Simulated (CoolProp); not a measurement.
The numbers come from the reference Helmholtz-energy equation of state, Lemmon 2006 in CoolProp. It is a short technical equation, of lower accuracy than the large ones.

Give the vapour pressure (kPa), liquid cp (kJ/(kg K)), vapour Z of saturated carbon monoxide at 100.9, 103.4, 120.3 K.


```csv
T (K),p (kPa),liquid cp (kJ/(kg K)),vapour Z
100.9,582,2.32,0.859
103.4,694,2.37,0.840
120.3,1910,3.24,0.665
```
